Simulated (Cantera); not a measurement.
Input: 1 mol Fe2O3, 0.64 mol H2S, 4.1 mol CO2, at 17.0 bar.

These are equilibrium values from Cantera (NASA tables, ideal gas, pure condensed phases), not measurements of a reactor. Candidate condensed phases: C, C6H6, C7H8, C8H18, Fe, Fe(CO)5, FeO, Fe(OH)2, Fe(OH)3, FeS, FeSO4, FeS2, Fe2O3, Fe2(SO4)3, Fe3O4, H2O, H2SO4, S; 127 gas species. Metal and sulfide melt together well below either melting point, which pure phases cannot show. Mutual solubility and eutectic melting of coexisting phases are not modelled. The tables' stoichiometric FeO is somewhat more stable than real wüstite, so its field is too wide. FeO, FeS: taken at fixed stoichiometry. Gases not in the tables: S3 to S7. Equilibrium is a limit: real reactors are often held back by kinetics, nucleation or transport.

x: gas mole fraction; n: condensed amount in mol.

```csv
T (K),x CO2,x H2O,x SO2,x CO,x S2,n FeS(s),n Fe3O4(s),n FeO(s),n FeS(l)
998,0.835,0.127,0.0326,0.000804,0.000890,0.454,0.515,0,0
1048,0.834,0.127,0.0326,0.00152,0.00112,0.450,0.517,0,0
1098,0.832,0.127,0.0327,0.00272,0.00138,0.445,0.518,0,0
1148,0.829,0.126,0.0330,[?],[?],0.439,0.520,0,0
1198,0.826,0.126,0.0335,0.00740,0.00203,0.431,0.523,0,0
1248,0.820,0.125,0.0344,0.0114,0.00243,0.421,0.526,0,0
1298,0.813,0.125,0.0356,[?],[?],0.408,0.531,0,0
1348,0.804,0.124,0.0373,0.0240,0.00343,0.392,0.536,0,0
1398,0.792,0.123,0.0395,0.0331,0.00406,0.372,0.543,0,0
1448,0.767,0.120,0.0590,0.0393,0.00626,0.240,0.241,1.04,0
1498,0.741,0.116,0.0747,0.0483,0.00863,0,0,1.88,0.121
1548,0.723,0.115,0.0779,0.0619,0.0100,0,0,1.92,0.0825
```

Q: Complete the blanks.

A: 
- 1148, x CO: 0.00460
- 1148, x S2: 0.00168
- 1298, x CO: 0.0169
- 1298, x S2: 0.00289
